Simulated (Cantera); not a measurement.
A closed system holds: 1 mol CH3SiCl3, 0.034 mol CH4, 290 mol H2, 0.27 mol C2H2, at 1248 K.

Equilibrium computed with Cantera from the NASA thermochemical tables; the gas is ideal and each condensed phase is pure. Candidate condensed phases: C, C6H6, C7H8, C8H18, Si, SiC; 109 gas species. The feed counts by its element totals alone. Kinetics and transport are ignored.

Task: Which condensed phases are stable at each of these points (P (Pa)): 100, 240, 560, 1300, 3200, 7500, 18000, 42000, 100000?

Result: 
```
P (Pa)      condensed phases  Si condensed (%)
------  --------------------  ----------------
100     C(graphite) + SiC(s)             100.0
240     C(graphite) + SiC(s)             100.0
560     C(graphite) + SiC(s)             100.0
1300    C(graphite) + SiC(s)             100.0
3200    C(graphite) + SiC(s)             100.0
7500    C(graphite) + SiC(s)             100.0
18000   C(graphite) + SiC(s)             100.0
42000                 SiC(s)              99.9
100000                SiC(s)              99.7
```

From 0.750 Torr to 135 Torr the condensed part is C(graphite) + SiC(s). From 315 Torr to 750 Torr the condensed part is SiC(s).
